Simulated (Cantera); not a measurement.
# Thermodynamics of silicon nitride deposition, feed SiF₄ + N₂ + H₂

A closed system holds: 1 mol SiF₄, a varied amount of N₂, 1.1 mol H₂, at 1023 K and 0.0860 bar.

Cantera equilibrium calculation (NASA polynomials, part measured and part estimated; ideal gas, pure solids and liquids). Candidate condensed phases: Si, Si₃N₄; 37 gas species. N₂ is the only nitrogen source here; it is nearly inert below about 1500 K, so the nitride shown seldom forms there in practice. Rates play no part.

From 6.5 mol N₂ to 86 mol N₂ the condensed part is Si₃N₄(s). The main Si-bearing gas is SiF₄ throughout.

```
n(N₂) (mol)   x N₂    x H₂  x SiF₄      x HF   x SiHF₃   x SiF₃    x NH₃  n Si₃N₄(s)
-----------  -----  ------  ------  --------  --------  -------  -------  ----------
6.5          0.756   0.128   0.116  0.000392  0.000118  9.61e-6  1.71e-6    0.000190
8.3          0.798   0.106  0.0960  0.000343   9.21e-5  8.26e-6  1.32e-6    0.000211
10           0.826  0.0907  0.0825  0.000308   7.58e-5  7.33e-6  1.07e-6    0.000227
13           0.861  0.0727  0.0661  0.000263   5.70e-5  6.16e-6  7.84e-7    0.000251
17           0.890  0.0575  0.0523  0.000222   4.23e-5  5.14e-6  5.60e-7    0.000277
21           0.909  0.0475  0.0432  0.000193   3.32e-5  4.44e-6  4.26e-7    0.000299
27           0.928  0.0377  0.0343  0.000163   2.48e-5  3.72e-6  3.04e-7    0.000325
34           0.942  0.0304  0.0276  0.000139   1.89e-5  3.16e-6  2.22e-7    0.000351
43           0.953  0.0243  0.0221  0.000118   1.43e-5  2.67e-6  1.60e-7    0.000379
54           0.963  0.0196  0.0178  0.000100   1.08e-5  2.26e-6  1.16e-7    0.000406
68           0.970  0.0156  0.0142   8.48e-5   8.20e-6  1.91e-6  8.31e-8    0.000436
86           0.976  0.0124  0.0113   7.15e-5   6.16e-6  1.61e-6  5.92e-8    0.000468
```
x: gas mole fraction; n: condensed amount in mol.
